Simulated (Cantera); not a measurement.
A closed system holds: 1 mol B, 12 mol NH3, 4.9 mol H2O, held at 1825 K and 1330 Pa.

Method: chemical equilibrium by Gibbs-energy minimisation in Cantera with the NASA 1993 tables (ideal gas, pure condensed phases). Candidate condensed phases: B, BN, B2O3, B3O3H3, H2O; 39 gas species. Equilibrium is a limit: real reactors are often held back by kinetics, nucleation or transport.

Base state: H2 0.660, N2 0.204, H2O 0.0999, HBO2 0.0317, H 0.00310, B2O3 0.000779, HBO 0.000599, BO 4.87e-5 (mole fractions); condensed: gas only.

Q: What changes in the equilibrium state with this change: temperature from 1825 K to 1425 K?

A: 
```json
[
 {"species": "H2", "before": "0.660", "after": "0.663"},
 {"species": "N2", "before": "0.204", "after": "0.204"},
 {"species": "H2O", "before": "0.0999", "after": "0.0993"},
 {"species": "H", "before": "0.00310", "after": "4.81e-5"},
 {"species": "HBO2", "before": "0.0317", "after": "0.0328"},
 {"species": "(HBO2)3", "before": "<1e-9", "after": "2.04e-5"},
 {"species": "BO", "before": "4.87e-5", "after": "1.55e-7"},
 {"species": "B2O3(l), mol", "before": "0", "after": "0.00642"}
]
```
Gases not in the tables: H3BO3.

Q: What changes in the equilibrium state with this change: pressure from 1330 Pa to 7200 Pa?

A: 
```tsv
species	before	after
H2	0.660	0.662
N2	0.204	0.204
H2O	0.0999	0.1000
H	0.00310	0.00133
HBO2	0.0317	0.0318
OH	3.28e-5	1.41e-5
BO2	1.26e-5	5.44e-6
BO	4.87e-5	2.10e-5
HBO	0.000599	0.000601
B2O3	0.000779	0.000781
```
